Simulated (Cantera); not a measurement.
# Fluorocarbon and chlorocarbon gases: CH₂F₂ + H₂

Charge: 1 mol CH₂F₂, a varied amount of H₂, at 2923.15 K and 75.0 Torr.

These are equilibrium values from Cantera (NASA tables, ideal gas, pure condensed phases), not measurements of a reactor. Candidate condensed phases: C, C₆H₆, C₇H₈, C₈H₁₈; 95 gas species. Rates play no part.

```
n(H₂) (mol)  log p HF  log p H₂  log p H  log p C₂H₂ (acetylene)  n C(graphite)
-----------  --------  --------  -------  ----------------------  -------------
0.95            -1.21     -1.71    -1.76                   -3.01          0.909
1.2             -1.25     -1.63    -1.72                   -2.94          0.887
1.5             -1.29     -1.57    -1.69                   -2.88          0.860
1.9             -1.34     -1.51    -1.66                   -2.82          0.824
2.4             -1.40     -1.46    -1.64                   -2.76          0.779
3               -1.46     -1.42    -1.61                   -2.72          0.724
3.8             -1.52     -1.38    -1.59                   -2.68          0.652
4.8             -1.60     -1.34    -1.58                   -2.65          0.561
6               -1.67     -1.32    -1.56                   -2.62          0.452
7.5             -1.75     -1.29    -1.55                   -2.60          0.315
9.5             -1.83     -1.27    -1.54                   -2.58          0.133
12              -1.92     -1.25    -1.53                   -2.60              0
```
log p: log10 of the partial pressure in bar; n: condensed amount in mol.

From 0.95 mol H₂ to 9.5 mol H₂ the condensed part is C(graphite). At 12 mol H₂ nothing is condensed. The main C-bearing gas is C₂H₂ (acetylene) throughout. The share of C in condensed phases is highest at 0.95 mol H₂ (90.9 %) and lowest at 12 mol H₂ (0.0 %).
